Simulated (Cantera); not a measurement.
## CaCO3 + H2 (calcination and drying)

Charge: 1 mol CaCO3, 0.16 mol H2, equilibrated at 27.0 Pa.

These are equilibrium values from Cantera (NASA tables, ideal gas, pure condensed phases), not measurements of a reactor. Candidate condensed phases: C, C6H6, C7H8, C8H18, Ca, CaCO3, CaO, Ca(OH)2, H2O; 115 gas species. Kinetics and transport are ignored.

```tsv
T (K)	x CO2	x CO	x H2O	x O2	x H2	x OH	x H	x O	n CaO(s)
1025	0.747	0.115	0.115	<1e-12	0.0229	5.37e-10	4.02e-8	<1e-12	1.00
1125	0.742	0.120	0.120	<1e-12	0.0177	1.27e-8	3.60e-7	<1e-12	1.00
1225	0.738	0.124	0.124	1.27e-10	0.0141	1.80e-7	2.26e-6	2.89e-11	1.00
1325	0.736	0.126	0.126	7.86e-9	0.0116	1.70e-6	1.07e-5	1.49e-9	1.00
1425	0.734	0.128	0.128	2.73e-7	0.00983	1.17e-5	4.12e-5	4.41e-8	1.00
1525	0.733	0.129	0.129	5.94e-6	0.00849	6.27e-5	0.000133	8.40e-7	1.00
1625	0.731	0.131	0.130	8.82e-5	0.00747	0.000272	0.000371	1.11e-5	1.000
1725	0.727	0.133	0.130	0.000928	0.00675	0.000985	0.000928	0.000108	1.000
1825	0.710	0.144	0.127	0.00636	0.00659	0.00294	0.00218	0.000746	1.000
1925	0.655	0.178	0.120	0.0239	0.00755	0.00693	0.00506	0.00346	1.000
2025	0.558	0.238	0.105	0.0539	0.00960	0.0132	0.0115	0.0114	1.000
```
x: gas mole fraction; n: condensed amount in mol.

From 1025 K to 2025 K the condensed part is CaO(s).
